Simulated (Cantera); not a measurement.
Cantera run:

```python
import numpy as np
import cantera as ct

gas_names = """
    C CH CH2 CH3 CH2OH CH3O CH4 CH3OH CO CO2 COOH C2 C2H CHCO,ketyl C2H2,acetylene C2H2,vinylidene
    CH2CO,ketene C2H3,vinyl CH3CO,acetyl C2H4 C2H4O,ethylen CH3CHO,ethanal CH3COOH (HCOOH)2 C2H5 C2H6
    CH3OCH3 C2H5OH C2O C3 C3H3,propargyl C3H4,allene C3H4,propyne C3H4,cyclo- C3H5,allyl C3H6,propylene
    C3H6,cyclo- C3H6O C3H7,n-propyl C3H7,i-propyl C3H8 C3H8O,1propanol C3H8O,2propanol C3O2 C4 C4H2
    C4H4,1,3-cyclo- C4H6,butadiene C4H6,2-butyne C4H6,cyclo- C4H8,1-butene C4H8,cis2-buten
    C4H8,tr2-butene C4H8,isobutene C4H8,cyclo- (CH3COOH)2 C4H9,n-butyl C4H9,i-butyl C4H9,s-butyl
    C4H9,t-butyl C4H10,isobutane C4H10,n-butane C5 C5H6,1,3cyclo- C5H8,cyclo- C5H10,1-pentene
    C5H10,cyclo- C5H11,pentyl C5H11,t-pentyl C5H12,n-pentane C5H12,i-pentane CH3C(CH3)2CH3 C6H2
    C6H5,phenyl C6H5O,phenoxy C6H6 C6H5OH,phenol C6H10,cyclo- C6H12,1-hexene C6H12,cyclo- C6H13,n-hexyl
    C7H7,benzyl C7H8 C7H8O,cresol C7H14,1-heptene C7H15,n-heptyl C7H16,n-heptane C8H8,styrene
    C8H10,ethylbenz C8H16,1-octene C8H17,n-octyl C8H18,isooctane C8H18,n-octane C9H19,n-nonyl
    C10H8,naphthale C10H21,n-decyl C12H9,o-bipheny C12H10,bipheny Ca CaO CaOH CaO2H2 Ca2 H HCO HO2 H2
    HCHO,formaldehy HCOOH H2O H2O2 O OH O2 O3
""".split()
cond_names = """
    C(gr) C6H6(L) C7H8(L) C8H18(L),n-octa Ca(a) Ca(b) Ca(L) CaCO3(caL) CaO(s) CaO(L) CaO2H2(s) H2O(s)
    H2O(L)
""".split()


def load(file, names, dense=False):
    # The tables refer to 1 bar. Condensed volumes are neglected.
    table = {s.name: s for s in ct.Species.list_from_file(file)}
    out = []
    for n in names:
        d = dict(table[n].input_data)
        d["thermo"] = dict(d["thermo"], **{"reference-pressure": 1e5})
        if dense:
            d["equation-of-state"] = {"model": "constant-volume", "density": "1e6 g/cm^3"}
        out.append(ct.Species.from_dict(d))
    return out


gas = ct.Solution(thermo="ideal-gas", species=load("nasa_gas.yaml", gas_names))
cond = {s.name: ct.Solution(thermo="fixed-stoichiometry", species=[s], name=s.name)
        for s in load("nasa_condensed.yaml", cond_names, dense=True)}
atoms = {
    'Ca(OH)2': {'Ca': 1, 'O': 2, 'H': 2},
    'C': {'C': 1},
    'CO2': {'C': 1, 'O': 2},
}
top_T = {'C(gr)': 4500}  # K; cautious upper limits of use, not melting points


def equilibrate(T, P, feed):
    n = {}
    for name, mol in feed.items():
        for a, k in atoms[name].items():
            n[a] = n.get(a, 0.0) + k * mol
    gas.TPX = T, P, n
    mass = sum(n.values()) * gas.mean_molecular_weight
    gas.equilibrate("TP")
    valid = [c for c in cond.values() if c.min_temp <= T <= top_T.get(c.name, c.max_temp)]
    mix = ct.Mixture([(gas, mass / gas.mean_molecular_weight)] + [(c, 0.0) for c in valid])
    mix.T, mix.P = T, P
    mix.equilibrate("TP", solver="vcs", rtol=1e-11, max_steps=5000)
    return mix


results = []
feed = {'Ca(OH)2': 1, 'C': 0.043, 'CO2': 0.56}  # mol
T = 1975  # K
P = 1000  # Pa
mix = equilibrate(T, P, feed)
results.append((T, P, feed, dict(zip(mix.species_names, mix.species_moles))))
x = sorted(zip(gas.X, gas.species_names), reverse=True)
print(f"T = {T:g} K  P = {P:g} Pa  gas = {mix.phase_moles(0):.4g} mol")
print("   x: " + "  ".join(f"{s} {v:.3e}" for v, s in x if v > 1e-06))
print("   condensed (mol): " + ("  ".join(f"{mix.phase(i).name} {mix.phase_moles(i):.4g}"
      for i in range(1, mix.n_phases) if mix.phase_moles(i) > 1e-12) or "none"))
```

Output:

```
T = 1975 K  P = 1000 Pa  gas = 1.619 mol
   x: H2O 5.948e-01  CO2 3.254e-01  CO 4.713e-02  H2 1.918e-02  OH 5.600e-03  O2 5.460e-03  H 1.895e-03  O 4.071e-04  CaO2H2 4.984e-05  CaOH 4.083e-06
   condensed (mol): CaO(s) 0.9999
```

These are equilibrium values from Cantera (NASA tables, ideal gas, pure condensed phases), not measurements of a reactor.
